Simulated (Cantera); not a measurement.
Input: 1 mol (CH₃)₂SiCl₂, 0.14 mol C₂H₂, 9.1 mol H₂, equilibrated at 1800 Pa.

Cantera equilibrium calculation (NASA polynomials, part measured and part estimated; ideal gas, pure solids and liquids). Candidate condensed phases: C, C₆H₆, C₇H₈, C₈H₁₈, Si, SiC; 109 gas species. The feed counts by its element totals alone. The numbers say what is thermodynamically allowed, not how fast it happens.

Over these rows the condensed part is C(graphite) + SiC(s). Partial pressures as log10 of bar:

```json
[
 {"T (K)": "1348", "1000/T (1/K)": "0.7418", "log p SiCl₄": "-6.17", "log p H₂": "-1.82", "log p HCl": "-2.57"},
 {"T (K)": "1423", "1000/T (1/K)": "0.7027", "log p SiCl₄": "-6.59", "log p H₂": "-1.82", "log p HCl": "-2.57"},
 {"T (K)": "1498", "1000/T (1/K)": "0.6676", "log p SiCl₄": "-6.97", "log p H₂": "-1.82", "log p HCl": "-2.57"},
 {"T (K)": "1573", "1000/T (1/K)": "0.6357", "log p SiCl₄": "-7.32", "log p H₂": "-1.82", "log p HCl": "-2.57"},
 {"T (K)": "1648", "1000/T (1/K)": "0.6068", "log p SiCl₄": "?", "log p H₂": "-1.82", "log p HCl": "-2.57"},
 {"T (K)": "1723", "1000/T (1/K)": "0.5804", "log p SiCl₄": "-7.92", "log p H₂": "-1.82", "log p HCl": "-2.58"}
]
```

Fit log p(SiCl₄) = a + b·(1000/T) to the five rows, give the apparent enthalpy, and predict the row at 1648 K.

Means: 1000/T = 0.6656, log p = -6.994. Sxy = 0.166468, Sxx = 0.0153399, so b = 10.85 and a = -6.994 − (10.85)×0.6656 = -14.22.
Apparent enthalpy: −19.145 × (10.85) = -208 kJ/mol. With the condensed phases at unit activity, SiC(s) + 4 HCl(g) = SiCl₄(g) + C(graphite) + 2 H₂(g) links this pressure to the main gases: over the six rows their terms move log p by -0.04 in all, so the slope is close to that reaction's ΔH°. The five rows lie within 0.01 of the line.
Prediction at 1648 K: -14.22 + (10.85)×0.6068 = -7.64. The computed value is -7.63, 0.01 from the line.
